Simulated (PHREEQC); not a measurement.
A solution holds 1.7 mmol/kgw HF, 0.035 mmol/kgw CsF and 0.00036 mmol/kgw H4SiO4, at 25 °C. It is in equilibrium with CO2 at log p = -3.4 (atm). Otherwise closed; pH follows from the charge balance.

The numbers come from PHREEQC with the ion-association model, wateq4f.dat.

This is a speciation only: nothing precipitates in the calculation.

**Question.** Order these F species by the share of F that they hold, largest first: HF, HF2-, F-, H2F2.

**Answer.** HF (52 %), F- (47 %), HF2- (0.33 %), H2F2 (0.25 %)

The pH is 3.12 and the ionic strength 0.000822 mol/kgw. SiF6-2 is the database's only silicon fluoride.
